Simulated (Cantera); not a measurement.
## N2O furnace oxynitridation

An isothermal, constant-pressure homogeneous reactor starts with 82.0 % N2O, 18.0 % H2O, at 1598 K and 1.80 bar.

Cantera simulation using GRI-Mech 3.0 (53 species, 325 reactions); the numbers are that mechanism's predictions, not measurements. GRI-Mech 3.0 was tuned for natural gas; its chemistry of N2O as a main component is partial and can be far from experiment. The temperature is held fixed by assumption; the heat of reaction is taken as removed at once.

| t (s) | x N2O | x H2O | x OH | x H2 | x H2O2 |
|---|---|---|---|---|---|
| 5.00e-5 | 0.792 | 0.178 | 0.00106 | 2.76e-5 | 7.56e-7 |
| 0.000140 | 0.744 | 0.175 | 0.00106 | 2.24e-5 | 6.81e-7 |
| 0.000389 | 0.632 | 0.168 | 0.00104 | 1.77e-5 | 5.61e-7 |
| 0.00109 | 0.424 | 0.155 | 0.000955 | 1.46e-5 | 4.12e-7 |
| 0.00303 | 0.175 | 0.139 | 0.000761 | 1.14e-5 | 2.64e-7 |
| 0.00847 | 0.0299 | 0.130 | 0.000447 | 5.25e-6 | 1.22e-7 |
| 0.0236 | 0.000705 | 0.128 | 0.000196 | 1.45e-6 | 3.53e-8 |
| 0.0659 | 2.22e-6 | 0.128 | 0.000177 | 1.26e-6 | 3.00e-8 |
| 0.184 | 2.17e-6 | 0.128 | 0.000177 | 1.26e-6 | 3.00e-8 |
| 0.514 | 2.16e-6 | 0.128 | 0.000177 | 1.26e-6 | 3.00e-8 |
| 1.43 | 2.11e-6 | 0.128 | 0.000177 | 1.26e-6 | 3.01e-8 |
| 4.00 | 1.99e-6 | 0.128 | 0.000177 | 1.26e-6 | 3.01e-8 |
x: mole fraction; the columns are a selection and need not sum to one.

Equilibrium at this temperature and pressure: N2O 1.34e-7, H2O 0.128, OH 0.000185, H2 1.15e-6, H2O2 3.27e-8 (gas phase only).
